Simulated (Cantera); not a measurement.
Mixture: CH₄ : CO : O₂ : N₂ = 1 : 0.058 : 3.62 : 13.6 (molar parts), equivalence ratio 0.56, at 750 Torr, adiabatic and at constant volume. Ignition delay is the time to a rise of 400 K.

Cantera simulation using GRI-Mech 3.0 (53 species, 325 reactions); the numbers are that mechanism's predictions, not measurements.

### Question
What does this change do: pressure from 750 Torr to 9750 Torr?

### Answer
```tsv
quantity	before	after
delay at 1125 K	0.103 s	7.85 ms
delay at 1325 K	6.17 ms	0.654 ms
delay at 1525 K	0.735 ms	91.9 µs
delay at 1725 K	0.163 ms	18.9 µs
delay at 1925 K	52.9 µs	5.39 µs
apparent activation energy between 1825 and 2025 K	150 kJ/mol	170 kJ/mol
```
The pressure lies above the range GRI-Mech 3.0 was tuned for (to about 10 atm).
